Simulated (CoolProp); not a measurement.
Values from CoolProp's reference Helmholtz-energy equation of state, Thol 2022.

Q: Give the vapour pressure (kPa), liquid density (kg/m³), vapour density (kg/m³), enthalpy of vaporisation (kJ/kg) of saturated vinyl chloride at 261.7, 266.3, 302.8 K.

A: 
| T (K) | p (kPa) | liquid density (kg/m³) | vapour density (kg/m³) | enthalpy of vaporisation (kJ/kg) |
|---|---|---|---|---|
| 261.7 | 112 | 966 | 3.32 | 353 |
| 266.3 | 134 | 958 | 3.93 | 350 |
| 302.8 | 453 | 890 | 12.3 | 318 |
